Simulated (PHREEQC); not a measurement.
Make-up at 10 °C: 1.8 mol/kgw MgCl2 and 0.35 mol/kgw KCl. Closed to the air; pH follows from the charge balance.

Model: Pitzer model, pitzer.dat, run in PHREEQC.

No solid was allowed to form.

Q: Predict the activity of water, osmotic coefficient.

A: activity of water 0.851; osmotic coefficient 1.469.

Away from 25 °C the constants follow the database's enthalpies or fits; those with neither stay at their 25 °C values.
